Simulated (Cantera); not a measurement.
Mixture: CH3OH : O2 : N2 = 1 : 2.38 : 8.95 (molar parts), at 25.0 bar, adiabatic and at constant volume. Ignition delay is the time to a rise of 400 K.

Cantera simulation using GRI-Mech 3.0 (53 species, 325 reactions); the numbers are that mechanism's predictions, not measurements. GRI-Mech 3.0 was tuned for natural gas; its chemistry of methanol as a main component is partial and can be far from experiment. The pressure lies above the range GRI-Mech 3.0 was tuned for (to about 10 atm).

Task: Predict: delay at 1123 K; delay at 1273 K; delay at 1423 K; delay at 1573 K; delay at 1723 K; apparent activation energy between 1573 and 1723 K.

Result: 
```
Quantity                                                 Value
--------------------------------------------------  ----------
delay at 1123 K                                        3.52 ms
delay at 1273 K                                       0.270 ms
delay at 1423 K                                        37.8 µs
delay at 1573 K                                        8.46 µs
delay at 1723 K                                        2.63 µs
apparent activation energy between 1573 and 1723 K  180 kJ/mol
```
